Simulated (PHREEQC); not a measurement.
Synthetic water in mg/L, 51 °C, pH 3.48, pe 8.9:

```tsv
constituent	mg/L
Na	25.1
K	230
Ca	65.8
Mg	74.4
Cl	23.5
S(6) as SO4	1040
Al	62.3
Mn(2)	1.31
Cu(2)	0.364
Zn	24.9
```

Cl is adjusted to close the charge balance.
Valence states are taken as typed.

All values are PHREEQC results (ion-association model, phreeqc.dat), not measurements.

Each row changes one thing in this solution. This is a speciation only: nothing precipitates in the calculation.

```
case                                               ionic strength (mol/kgw)  SO4-2 (mol/kgw)  Mg+2 (mol/kgw)  Ca+2 (mol/kgw)  Al+3 (mol/kgw)  Zn+2 (mol/kgw)  SI of Gibbsite (Al(OH)3)  SI of Gypsum (CaSO4:2H2O)
-------------------------------------------------  ------------------------  ---------------  --------------  --------------  --------------  --------------  ------------------------  -------------------------
as made                                                              0.0269          0.00631         0.00172         0.00119        0.000347        0.000250                     -0.32                      -1.05
temperature from 51 to 65 °C at the same typed pH                    0.0260          0.00602         0.00155         0.00119        0.000320        0.000247                     +0.27                      -1.03
Mn(2) from 1.31 to 0.655 mg/L                                        0.0269          0.00631         0.00172         0.00119        0.000347        0.000250                     -0.32                      -1.05
```

Species that the database lacks are ignored. Some of these states are supersaturated (in Gibbsite (slow to form), for instance). At this temperature some constants are extrapolated from 25 °C, and those without enthalpy data are left unchanged.
